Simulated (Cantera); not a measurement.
A freely propagating, adiabatic, planar premixed flame of H2 : O2 : N2 : H2O = 1 : 0.417 : 1.96 : 0.017 (molar parts), equivalence ratio 1.2, unburnt at 375 K and 2030 Torr; mixture-averaged transport, grid criteria slope 0.08 and curve 0.16, no radiation.

Computed with Cantera and the H2/O2 subset of GRI-Mech 3.0, which has no nitrogen chemistry. The hydrogen kinetics of GRI-Mech 3.0 are dated; newer H2 mechanisms differ, most at raised pressure. Burning velocities carry a grid error of a few per cent, more on coarse grids.

Problem. Predict: laminar burning velocity; thermal thickness; peak x(OH); peak x(H2O2); peak x(H); peak x(O).

Solution. 
```json
{
 "laminar_burning_velocity": "286 cm/s",
 "thermal_thickness": "0.108 mm",
 "peak x(OH)": "0.00924",
 "peak x(H2O2)": "0.000113",
 "peak x(H)": "0.0329",
 "peak x(O)": "0.00468"
}
```
